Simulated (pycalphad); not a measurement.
All values are pycalphad results on the COST 507 light-alloy database (1999) (1 atm), not direct measurements. The database dates from 1999; later assessments differ in places, in temperatures and in the compounds included. Amounts are mole fractions of atoms.

**Question.** Give the equilibrium state of Al-1.391Si-0.3922Fe (wt.%) at 770 K.

**Answer.** fcc, fraction 0.983, with 0.77 Si, <0.01 Fe wt.%; ALFESI_BETA, fraction 0.013, with 13.4 Si, 26.6 Fe wt.%; diamond (Si), fraction 0.004, with >99.99 Si, no Fe wt.%.

**Question.** Give the equilibrium state of Al-1.391Si-0.3922Fe (wt.%) at 890 K.

**Answer.** fcc, fraction 0.887, with 0.68 Si, 0.02 Fe wt.%; liquid, fraction 0.106, with 6.3 Si, 1.5 Fe wt.%; ALFESI_BETA, fraction 0.007, with 13.4 Si, 26.6 Fe wt.%.

Database names, with the compositions (at.%) that they take in these runs: ALFESI_BETA: Al 70 Si 15 Fe 15. An entry "none" or "no" means that the model of the phase leaves that element out.
